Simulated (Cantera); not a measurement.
# Thermodynamics of silicon epitaxy and polysilicon growth, feed SiH₂Cl₂ + HCl + H₂

A closed system holds: 1 mol SiH₂Cl₂, 1.2 mol HCl, 210 mol H₂, equilibrated at 3.30 mbar.

Method: chemical equilibrium by Gibbs-energy minimisation in Cantera with the NASA 1993 tables (ideal gas, pure condensed phases). Candidate condensed phases: Si; 19 gas species. The tables' values for SiCl, SiCl₃ are old estimates; treat these amounts as uncertain. Gases not in the tables: Si₂H₆ and higher silanes. Equilibrium is a limit: real reactors are often held back by kinetics, nucleation or transport.

```tsv
T (K)	x H₂	x HCl	x H	x SiCl₂	x Si	x Cl	n Si(s)	n Si(l)
1123	0.986	0.0140	7.36e-7	0.000419	1.95e-11	9.28e-9	0.898	0
1173	0.985	0.0140	2.04e-6	0.000454	1.50e-10	2.53e-8	0.898	0
1223	0.985	0.0140	5.20e-6	0.000484	9.75e-10	6.36e-8	0.894	0
1273	0.986	0.0140	1.23e-5	0.000512	5.47e-9	1.48e-7	0.889	0
1323	0.986	0.0139	2.74e-5	0.000537	2.69e-8	3.25e-7	0.884	0
1373	0.986	0.0139	5.75e-5	0.000562	1.18e-7	6.71e-7	0.879	0
1423	0.985	0.0138	0.000115	0.000585	4.63e-7	1.32e-6	0.874	0
1473	0.985	0.0138	0.000219	0.000606	1.66e-6	2.48e-6	0.869	0
1523	0.985	0.0137	0.000399	0.000626	5.46e-6	4.47e-6	0.864	0
1573	0.985	0.0137	0.000702	0.000645	1.67e-5	7.76e-6	0.856	0
1623	0.984	0.0136	0.00119	0.000662	4.74e-5	1.30e-5	0.844	0
1673	0.984	0.0136	0.00197	0.000677	0.000127	2.12e-5	0.819	0
1723	0.982	0.0136	0.00315	0.000652	0.000298	3.38e-5	0	0.780
1773	0.980	0.0136	0.00490	0.000610	0.000646	5.24e-5	0	0.703
```
x: gas mole fraction; n: condensed amount in mol.

From 1123 K to 1673 K the condensed part is Si(s). From 1723 K to 1773 K the condensed part is Si(l). The main Si-bearing gas is SiCl₂ at 1123 K and Si at 1773 K.
